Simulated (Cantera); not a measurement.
Charge: 1 mol Si2Cl6, 5.6 mol N2, equilibrated at 1750 °C and 0.000920 bar.

Method: chemical equilibrium by Gibbs-energy minimisation in Cantera with the NASA 1993 tables (ideal gas, pure condensed phases). Candidate condensed phases: Si, Si3N4; 13 gas species. The feed counts by its element totals alone. The tables' values for SiCl3, SiCl are old estimates; treat these amounts as uncertain. Equilibrium is a limit: real reactors are often held back by kinetics, nucleation or transport.

Question: What is the equilibrium state?

Answer: 
```json
{
  "x(N2)": "0.586",
  "x(Cl)": "0.205",
  "x(SiCl2)": "0.202",
  "x(SiCl3)": "0.00571",
  "x(SiCl)": "0.000986",
  "x(Si)": "0.000278",
  "x(SiCl4)": "0.000179",
  "x(Cl2)": "5.94e-5",
  "x(SiN)": "1.59e-6",
  "gas_amount": "9.556 mol",
  "log10 activity of Si(l) (absent)": "-2.35"
}
```
